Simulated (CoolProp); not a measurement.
Vapour pressure (bar) of normal hydrogen: the reference equation beside estimates from Tc = 33.1 K, pc = 12.96 bar, ω = -0.219. Clausius-Clapeyron is anchored at 26.1 K with a constant enthalpy of vaporisation of 0.7926 kJ/mol.

Model: reference Helmholtz-energy equation of state, Leachman 2009, in CoolProp.

```tsv
T (K)	reference	Clausius-Clapeyron	van der Waals	Redlich-Kwong
24.4	2.821	3.116	3.344	1.710
25	3.210	3.422	3.764	2.066
25.5	3.562	3.688	4.138	2.399
26.1	4.019	4.019	4.618	___
26.7	4.515	4.362	5.131	3.349
27.2	4.961	4.658	5.586	3.811
27.8	5.535	5.024	6.163	4.422
28.4	___	5.402	6.777	5.096
28.9	___	5.725	7.316	5.708
29.5	___	6.122	7.997	6.505
30.1	8.174	6.529	8.716	7.373
30.6	___	6.876	9.344	8.152
31.2	9.711	7.301	10.13	9.157
31.7	10.48	7.661	___	10.05
32.3	11.45	8.101	___	11.20
```

Complete the blanks.


- 26.1, Redlich-Kwong: 2.846
- 28.4, reference: 6.154
- 28.9, reference: 6.706
- 29.5, reference: 7.414
- 30.6, reference: 8.848
- 31.7, van der Waals: 10.82
- 32.3, van der Waals: 11.68

Absolute difference from the reference over all 15 rows, mean and median: Clausius-Clapeyron 13.8 and 12.2 %, van der Waals 10.2 and 10.1 %, Redlich-Kwong 18.7 and 17.2 %.
